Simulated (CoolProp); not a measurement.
Values from CoolProp's reference Helmholtz-energy equation of state, Bücker 2006.

For isobutane, give the phase and the speed of sound (m/s), Prandtl number at 149.5 K and 14.3 bar; 234.8 K and 0.122 bar; 259.5 K and 3.18 bar.


- 149.5 K and 14.3 bar: liquid; speed of sound 1720, Prandtl number 21.8
- 234.8 K and 0.122 bar: gas; speed of sound 193, Prandtl number 0.758
- 259.5 K and 3.18 bar: liquid; speed of sound 1040, Prandtl number 4.96

Viscosity comes from a separate model (Vogel 2000). Thermal conductivity comes from a separate model (Perkins 2002).
